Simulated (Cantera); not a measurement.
An isothermal, constant-pressure homogeneous reactor starts with H2 : O2 = 0.0044 : 1 (molar parts), at 1123 K and 20.0 Torr.

Model: the H2/O2 subset of GRI-Mech 3.0, which has no nitrogen chemistry, integrated in Cantera. Radical loss at walls, strong at low pressure, is not modelled.

One state of this run: x H2 = 1.65e-6; x O2 = 0.995; x O = 0.000613; x HO2 = 4.75e-7; x OH = 0.000111; x H2O = 0.00433. x: mole fraction; the columns are a selection and need not sum to one.

Q: Which value of t (s) does it belong to?
A) 2.00e-5
B) 0.0200
C) 0.200
D) 6.32e-5

A: C, 0.200
